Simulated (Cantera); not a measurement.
Input: 1 mol MgCl2, 37 mol H2, 0.54 mol N2, at 1750 K and 1.70 Pa.

Method: chemical equilibrium by Gibbs-energy minimisation in Cantera with the NASA 1993 tables (ideal gas, pure condensed phases). Equilibrium is a limit: real reactors are often held back by kinetics, nucleation or transport.

| species | before | after |
|---|---|---|
| MgCl2 | 0.000114 | 0.396 |
| N2 | 0.0133 | 0.272 |
| HCl | 0.0467 | 0.146 |
| H2 | 0.861 | 0.00998 |
| Cl | 0.00219 | 0.0634 |
| H | 0.0523 | 0.00564 |
| Mg | 0.0244 | 0.101 |
| MgCl | 5.55e-5 | 0.00665 |
Gas species are given as mole fractions.

Problem. What was changed between the two runs?
(A) temperature from 1750 K to 2075 K
(B) H2 from 37 to 1.7 mol
(C) pressure from 1.70 Pa to 2000 Pa
(D) H2 from 37 to 0.17 mol

Solution. D, H2 from 37 to 0.17 mol
